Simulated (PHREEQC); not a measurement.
A PHREEQC input (ion-association model, wateq4f.dat):

```
SOLUTION 1
  temp 298.15
  units mg/kgw
  pH 6.43
  pe 9.5
  Na 2.85
  K 0.0775
  Ca 6.87
  Mg 0.747
  Cl 11.3
  S(6) 4.5 as SO4
  Alkalinity 7.04 as HCO3
  Pb 1.21
END
USE solution 1
EQUILIBRIUM_PHASES 1
  CO2(g) -2 10
END
```

It stops with these messages:

```
WARNING: Maximum iterations exceeded, 100
WARNING: Maximum iterations exceeded, 100
WARNING: The program has failed to converge to a numerical solution.
ERROR:           Alkalinity has not converged. Total: 1.153737e-04	Calculated: -4.809116e-06	Residual: 1.201828e-04
ERROR: Is non-carbonate alkalinity greater than total alkalinity?
ERROR:                   Ca has not converged. Total: 1.714072e-04	Calculated: 1.871171e-05	Residual: 1.526955e-04
ERROR:                   Cl has not converged. Total: 3.187318e-04	Calculated: 3.332506e-04	Residual: -1.451878e-05
ERROR:                    K has not converged. Total: 1.981996e-06	Calculated: 2.066493e-06	Residual: -8.449759e-08
ERROR:                   Mg has not converged. Total: 3.072557e-05	Calculated: 3.955221e-06	Residual: 2.677035e-05
ERROR:                   Na has not converged. Total: 1.239680e-04	Calculated: 3.217809e-05	Residual: 9.178993e-05
ERROR:                   Pb has not converged. Total: 5.840050e-06	Calculated: 6.325546e-06	Residual: -4.854959e-07
ERROR:                 S(6) has not converged. Total: 4.684377e-05	Calculated: 3.478539e-05	Residual: 1.205839e-05
ERROR:               A(H2O) Activity of water has not converged. 	Residual: 1.600001e+01
ERROR: Model failed to converge for initial solution  1.
```

Question: What went wrong, and how is it mended?

Answer: The fault: the temperature typed in kelvin. The line should read `temp 25` where the input has `temp 298.15`. With the mend the run ends at pH 5.87 and ionic strength 0.000782 mol/kgw.
